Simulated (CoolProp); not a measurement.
A simple Rankine cycle with ethanol: condensing at 298.15 K, boiler at 2.58 MPa, turbine inlet 467.9 K, turbine efficiency 0.6, pump efficiency 0.8, no recuperator. Each further row changes one setting.

Values from CoolProp's reference Helmholtz-energy equation of state, Schroeder 2014.

```json
[
 {"case": "as stated", "thermal efficiency (%)": "17.3", "net work (kJ/kg)": "190", "heat in (kJ/kg)": "1100", "turbine exit temperature (K)": "298.2", "volume ratio over the turbine": "275"},
 {"case": "turbine inlet 487.9 K", "thermal efficiency (%)": "17.6", "net work (kJ/kg)": "205", "heat in (kJ/kg)": "1160", "turbine exit temperature (K)": "323.9", "volume ratio over the turbine": "268"},
 {"case": "condensing temperature 290.15 K", "thermal efficiency (%)": "18.2", "net work (kJ/kg)": "203", "heat in (kJ/kg)": "1120", "turbine exit temperature (K)": "290.2", "volume ratio over the turbine": "431"},
 {"case": "boiler pressure 1.81 MPa", "thermal efficiency (%)": "16.8", "net work (kJ/kg)": "191", "heat in (kJ/kg)": "1140", "turbine exit temperature (K)": "318.1", "volume ratio over the turbine": "185"},
 {"case": "turbine efficiency 0.5", "thermal efficiency (%)": "14.4", "net work (kJ/kg)": "158", "heat in (kJ/kg)": "1100", "turbine exit temperature (K)": "312.5", "volume ratio over the turbine": "292"}
]
```

The expansion ends wet for: as stated; condensing temperature 290.15 K.
